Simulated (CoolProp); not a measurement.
The fluid at 293.15 K and 0.284 MPa (gas) is heated at constant pressure to 378 K. The same conditions are run with several fluids, on thermodynamics alone (safety and materials aside).

The numbers come from the reference Helmholtz-energy equation of state of each fluid (R227EA: Lemmon 2016; R404A: Lemmon 2003; carbon dioxide: Span 1996; fluoroethane (R161): Wu 2012; chloromethane (R40): Thol 2014) in CoolProp. Blends and air are pseudo-pure fits.

### Question
Rank R227EA, R404A, carbon dioxide, fluoroethane (R161), chloromethane (R40) by heat (kJ/kg), highest first.

### Answer
fluoroethane (R161) (118), R404A (81.1), chloromethane (R40) (78.0), carbon dioxide (75.9), R227EA (75.1)

```tsv
fluid	final density (kg/m³)
R227EA	15.9
R404A	9.00
carbon dioxide	4.00
fluoroethane (R161)	4.43
chloromethane (R40)	4.66
```
